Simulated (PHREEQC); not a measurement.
Solution (25 °C): 1 mol/kgw MgCl2, 2.5 mol/kgw FeCl2 and 5.1 mol/kgw NaCl. Closed to the air; pH follows from the charge balance.

Computed with PHREEQC (Pitzer model, pitzer.dat).

Each row changes one thing in this solution. Precipitation was switched off in this run.

```json
[
 {"case": "as made", "pH": "3.18", "MgOH+ (mol/kgw)": "4.46e-6", "SI of Bischofite (MgCl2:6H2O)": "-1.38", "SI of MgCl2_4H2O (MgCl2:4H2O)": "-3.02"},
 {"case": "FeCl2 from 2.5 to 0.25 mol/kgw", "pH": "4.55", "MgOH+ (mol/kgw)": "(withheld)", "SI of Bischofite (MgCl2:6H2O)": "(withheld)", "SI of MgCl2_4H2O (MgCl2:4H2O)": "(withheld)"},
 {"case": "NaCl left out", "pH": "4.57", "MgOH+ (mol/kgw)": "1.89e-6", "SI of Bischofite (MgCl2:6H2O)": "-2.59", "SI of MgCl2_4H2O (MgCl2:4H2O)": "(withheld)"},
 {"case": "5.6 mol/kgw LiCl added", "pH": "(withheld)", "MgOH+ (mol/kgw)": "1.01e-5", "SI of Bischofite (MgCl2:6H2O)": "-0.53", "SI of MgCl2_4H2O (MgCl2:4H2O)": "-1.14"}
]
```

Q: Some entries are withheld; supply them.

A: 
- FeCl2 from 2.5 to 0.25 mol/kgw, MgOH+ (mol/kgw): 1.52e-6
- FeCl2 from 2.5 to 0.25 mol/kgw, SI of Bischofite (MgCl2:6H2O): -2.74
- FeCl2 from 2.5 to 0.25 mol/kgw, SI of MgCl2_4H2O (MgCl2:4H2O): -4.77
- NaCl left out, SI of MgCl2_4H2O (MgCl2:4H2O): -4.65
- 5.6 mol/kgw LiCl added, pH: 1.11

Species that the database lacks are ignored. Some of these states are supersaturated (in Halite, for instance). In brines, pH and single-ion activities rest on the MacInnes convention.
